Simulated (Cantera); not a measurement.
Mixture: 7.67 % CH4, 11.8 % O2, 80.5 % N2, equivalence ratio 1.3, at 0.520 bar, adiabatic and at constant pressure. Ignition delay is the time to a rise of 400 K.

Model: GRI-Mech 3.0 (53 species, 325 reactions), integrated in Cantera.

Task: Predict: delay at 1075 K; delay at 1125 K; delay at 1175 K; delay at 1225 K; delay at 1275 K; delay at 1325 K; apparent activation energy between 1225 and 1325 K.

Result: 
```
Item                                                     Value
--------------------------------------------------  ----------
delay at 1075 K                                         1.16 s
delay at 1125 K                                        0.512 s
delay at 1175 K                                        0.236 s
delay at 1225 K                                        0.113 s
delay at 1275 K                                        55.6 ms
delay at 1325 K                                        28.4 ms
apparent activation energy between 1225 and 1325 K  190 kJ/mol
```
